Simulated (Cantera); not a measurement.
Charge: 1 mol MgF2, 87 mol H2, 0.95 mol HF, equilibrated at 1423.15 K and 23.0 Pa.

Equilibrium computed with Cantera from the NASA thermochemical tables; the gas is ideal and each condensed phase is pure. Candidate condensed phases: Mg, MgF2; 17 gas species. The numbers say what is thermodynamically allowed, not how fast it happens.

Base state: H2 0.963, HF 0.0255, Mg 0.00721, MgF2 0.00350, MgF 0.000446, H 0.000431 (mole fractions); condensed: gas only.

Q: What changes in the equilibrium state with this change: HF from 0.95 to 2.5 mol?

A: 
```csv
species,before,after
H2,0.963,0.951
HF,0.0255,0.0380
MgF2,0.00350,0.00550
Mg,0.00721,0.00502
MgF,0.000446,0.000466
H,0.000431,0.000428
```
